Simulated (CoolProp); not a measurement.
A closed Brayton cycle with nitrogen: compressor inlet 324.15 K and 1.6 MPa, high pressure 4.39 MPa, turbine inlet 910 K, compressor efficiency 0.85, turbine efficiency 0.85, recuperator effectiveness 0.9 (on enthalpy, no pinch check). Each further row changes one setting.

Computed with CoolProp (reference Helmholtz-energy equation of state, Span 2000).

| case | thermal efficiency (%) | net work (kJ/kg) | compressor to turbine work | compressor exit (K) | turbine exit (K) |
|---|---|---|---|---|---|
| as stated | 30.4 | 72.2 | 0.65 | 451.9 | 729.3 |
| turbine inlet 860 K | 27.4 | 60.7 | 0.69 | 451.9 | ___ |
| compressor inlet 334.15 K | ___ | 68.0 | ___ | ___ | 729.3 |
| high pressure 3.73 MPa | 31.4 | ___ | ___ | 428.8 | 755.7 |
| recuperator effectiveness 0.5 | 20.2 | 72.2 | 0.65 | 451.9 | 729.3 |

Question: What belongs in the gaps?

Answer: 
- turbine inlet 860 K, turbine exit (K): 687.7
- compressor inlet 334.15 K, thermal efficiency (%): 28.9
- compressor inlet 334.15 K, compressor to turbine work: 0.67
- compressor inlet 334.15 K, compressor exit (K): 465.7
- high pressure 3.73 MPa, net work (kJ/kg): 66.9
- high pressure 3.73 MPa, compressor to turbine work: 0.62
